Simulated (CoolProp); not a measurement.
Vapour pressure (bar) of R245fa: the reference equation beside estimates from Tc = 427.0 K, pc = 36.51 bar, ω = 0.378.

Model: reference Helmholtz-energy equation of state, Akasaka 2015, in CoolProp.

| T (K) | reference | Lee-Kesler | van der Waals | Redlich-Kwong |
|---|---|---|---|---|
| 197 | 0.003005 | ? | 0.5763 | ? |
| 207.1 | 0.007811 | 0.007582 | ? | 0.05350 |
| 217.3 | 0.01841 | 0.01789 | 1.142 | 0.1049 |
| 227.5 | 0.03959 | 0.03857 | 1.541 | 0.1907 |
| 237.7 | ? | 0.07695 | 2.029 | ? |
| 247.9 | 0.1460 | 0.1435 | 2.615 | ? |
| 258.1 | 0.2556 | 0.2525 | 3.309 | 0.8074 |
| 268.2 | 0.4230 | 0.4198 | ? | 1.190 |
| 278.4 | 0.6730 | 0.6705 | 5.041 | 1.700 |
| 288.6 | 1.030 | 1.029 | ? | 2.357 |

### Question
Fill in the missing entries.

### Answer

- 197, Lee-Kesler: 0.002923
- 197, Redlich-Kwong: 0.02512
- 207.1, van der Waals: 0.8231
- 237.7, reference: 0.07865
- 237.7, Redlich-Kwong: 0.3250
- 247.9, Redlich-Kwong: 0.5243
- 268.2, van der Waals: 4.110
- 288.6, van der Waals: 6.104

Absolute difference from the reference over all 10 rows, mean and median: Lee-Kesler 1.7 and 1.9 %, van der Waals 4679.0 and 2085.4 %, Redlich-Kwong 342.3 and 286.2 %.
